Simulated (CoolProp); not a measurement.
Normal hydrogen along the isotherm 29 K: density (kg/m³) from the reference equation and from simpler models built on Tc = 33.1 K, pc = 1296 kPa, ω = -0.219; each cubic takes its own stable root.

Values from CoolProp's reference Helmholtz-energy equation of state, Leachman 2009.

```csv
p (kPa),phase,reference
10.2,gas,0.08559
15,gas,0.1261
22.1,gas,0.1862
32.4,gas,0.2740
47.6,gas,0.4049
69.8,gas,0.5986
102,gas,0.8856
150,gas,1.328
221,gas,2.016
324,gas,3.104
476,gas,4.980
698,liquid,57.21
1020,liquid,58.75
1500,liquid,60.52
2210,liquid,62.55
3240,liquid,64.83
```

Task: How far does each simpler model (van der Waals, Redlich-Kwong, Soave-Redlich-Kwong) lie from the reference over these 16 states: mean and median of the absolute difference, and the worst?

Result: 
- van der Waals: mean 11.1 %, median 0.8 %, worst -85.4 % at 29 K and 698 kPa
- Redlich-Kwong: mean 2.4 %, median 0.7 %, worst +7.0 % at 29 K and 3240 kPa
- Soave-Redlich-Kwong: mean 0.6 %, median 0.1 %, worst +3.4 % at 29 K and 3240 kPa

At some of these states van der Waals gives the other phase, because its saturation line lies elsewhere.
